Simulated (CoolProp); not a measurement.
Vapour-liquid equilibrium of n-heptane (1) + m-xylene (2) at 175.75 °C; x and y are mole fractions of (1).

Computed with CoolProp (multi-fluid Helmholtz-energy mixture model, Span 2003 and Zhou 2012; pair parameters Bell 2016).

Question: Give the bubble pressure and the first vapour's composition at x = 0.05, 0.2, 0.8. Is there an azeotrope?

Answer: x = 0.05: 2.723 bar, y = 0.129; x = 0.2: 3.398 bar, y = 0.391; x = 0.8: 5.603 bar, y = 0.886. No azeotrope shows between x = 0.05 and 0.95.

Pair parameters are fitted to limited data, so mixtures are less certain than the pure fluids.
